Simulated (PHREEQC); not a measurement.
A solution holds 0.024 mol/kgw FeCl3, 3.9e-05 mol/kgw MgSO4 and 0.0014 mol/kgw NaHCO3, at 25 °C. Closed to the air; pH follows from the charge balance.

Computed with PHREEQC (ion-association model, wateq4f.dat).

This is a speciation only: nothing precipitates in the calculation.

Problem. Order these Cl species by the share of Cl that they hold, largest first: FeCl+2, FeCl2+, Cl-.

Solution. Cl- (91 %), FeCl+2 (7.8 %), FeCl2+ (1.6 %)

The pH is 2.15 and the ionic strength 0.117 mol/kgw. Saturation is exceeded, for instance for Hematite (slow to form), Goethite (slow to form); the values hold only as long as no solid forms.
